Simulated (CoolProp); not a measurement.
Vapour-liquid equilibrium of ethane (1) + C3F8 (R218) (2) at 283.1 K; x and y are mole fractions of (1).

Computed with CoolProp (multi-fluid Helmholtz-energy mixture model, Bücker 2006 and Lemmon 2006; pair parameters Bell 2016).

```json
[
 {"x": "0.05", "bubble pressure (bar)": "7.388", "y at the bubble point": "0.232", "dew pressure at overall composition x (bar)": "5.963", "liquid density (mol/L)": "7.620"},
 {"x": "0.125", "bubble pressure (bar)": "10.03", "y at the bubble point": "0.439", "dew pressure at overall composition x (bar)": "6.486", "liquid density (mol/L)": "7.837"},
 {"x": "0.2", "bubble pressure (bar)": "12.57", "y at the bubble point": "0.559", "dew pressure at overall composition x (bar)": "7.098", "liquid density (mol/L)": "8.060"},
 {"x": "0.275", "bubble pressure (bar)": "14.90", "y at the bubble point": "0.636", "dew pressure at overall composition x (bar)": "7.826", "liquid density (mol/L)": "8.288"},
 {"x": "0.35", "bubble pressure (bar)": "17.00", "y at the bubble point": "0.689", "dew pressure at overall composition x (bar)": "8.707", "liquid density (mol/L)": "8.524"},
 {"x": "0.425", "bubble pressure (bar)": "18.86", "y at the bubble point": "0.729", "dew pressure at overall composition x (bar)": "9.797", "liquid density (mol/L)": "8.772"},
 {"x": "0.5", "bubble pressure (bar)": "20.54", "y at the bubble point": "0.762", "dew pressure at overall composition x (bar)": "11.18", "liquid density (mol/L)": "9.035"},
 {"x": "0.575", "bubble pressure (bar)": "22.10", "y at the bubble point": "0.792", "dew pressure at overall composition x (bar)": "12.99", "liquid density (mol/L)": "9.324"},
 {"x": "0.65", "bubble pressure (bar)": "23.58", "y at the bubble point": "0.820", "dew pressure at overall composition x (bar)": "15.41", "liquid density (mol/L)": "9.650"},
 {"x": "0.725", "bubble pressure (bar)": "25.04", "y at the bubble point": "0.850", "dew pressure at overall composition x (bar)": "18.65", "liquid density (mol/L)": "10.03"},
 {"x": "0.8", "bubble pressure (bar)": "26.48", "y at the bubble point": "0.884", "dew pressure at overall composition x (bar)": "22.54", "liquid density (mol/L)": "10.50"},
 {"x": "0.875", "bubble pressure (bar)": "27.91", "y at the bubble point": "0.922", "dew pressure at overall composition x (bar)": "26.12", "liquid density (mol/L)": "11.09"},
 {"x": "0.95", "bubble pressure (bar)": "29.28", "y at the bubble point": "0.966", "dew pressure at overall composition x (bar)": "28.82", "liquid density (mol/L)": "11.83"}
]
```

No azeotrope shows between x = 0.05 and 0.95.

Pair parameters are fitted to limited data, so mixtures are less certain than the pure fluids.
